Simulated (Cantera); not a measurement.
Cantera run:

```python
import numpy as np
import cantera as ct

gas_names = """
    Br Br2 H HBr H2 Si SiBr SiBr2 SiBr3 SiBr4 SiH SiHBr3 SiH2 SiH2Br2 SiH3 SiH3Br SiH4 Si2 Si3
""".split()
cond_names = """
    Br2(cr) Br2(L) Si(cr) Si(L)
""".split()


# ... load() reads the species with a 1 bar reference pressure and builds the phases ...
atoms = {
    'Si': {'Si': 1},
    'Br2': {'Br': 2},
    'H2': {'H': 2},
}
top_T = {}  # K; cautious upper limits of use, not melting points


# ... equilibrate(T, P, feed) seeds the gas with the atoms and calls Mixture.equilibrate('TP', solver="vcs", rtol=1e-11, max_steps=5000) ...
results = []
feed = {'Si': 1, 'Br2': 7.1, 'H2': 0.89}  # mol
P = 220  # Pa
for T in [575, 675, 775, 875, 975, 1075, 1175, 1275, 1375, 1475]:
    mix = equilibrate(T, P, feed)
    results.append((T, P, feed, dict(zip(mix.species_names, mix.species_moles))))

top = {s: max(r[3][s] / sum(r[3][g] for g in gas_names) for r in results) for s in gas_names}
cols = sorted((s for s in top if top[s] > 1e-06), key=lambda s: -top[s])[:6]
seen = [c for c in cond_names if any(r[3].get(c, 0) > 1e-12 for r in results)]
print("log10 of partial pressures in bar; condensed amounts in mol")
print(f"{'T/K':>10s}" + "".join(f"{s[:9]:>10s}" for s in cols + seen))
for T, P, feed, n in results:
    ng = sum(n[g] for g in gas_names)
    print(f"{T:10.4g}" + "".join(f"{np.log10(max(n[s] / ng * P / 1e5, 1e-99)):10.3f}" for s in cols)
          + "".join(f"{n.get(c, 0):10.4g}" for c in seen))
```

Result:

```
log10 of partial pressures in bar; condensed amounts in mol
       T/K        Br       Br2       HBr     SiBr4     SiBr2     SiBr3
       575    -7.443    -2.878    -3.252    -3.502   -27.554   -17.961
       675    -6.135    -2.878    -3.252    -3.502   -22.292   -14.898
       775    -5.164    -2.880    -3.252    -3.503   -18.397   -12.631
       875    -4.416    -2.888    -3.255    -3.506   -15.397   -10.886
       975    -3.832    -2.918    -3.266    -3.517   -13.004    -9.499
      1075    -3.385    -3.002    -3.294    -3.545   -11.022    -8.362
      1175    -3.072    -3.189    -3.345    -3.595    -9.291    -7.390
      1275    -2.894    -3.520    -3.401    -3.652    -7.678    -6.499
      1375    -2.819    -3.960    -3.436    -3.693    -6.137    -5.655
      1475    -2.791    -4.416    -3.458    -3.776    -4.781    -4.935
```

Method: chemical equilibrium by Gibbs-energy minimisation in Cantera with the NASA 1993 tables (ideal gas, pure condensed phases). The tables' values for SiBr3 are old estimates; treat these amounts as uncertain.
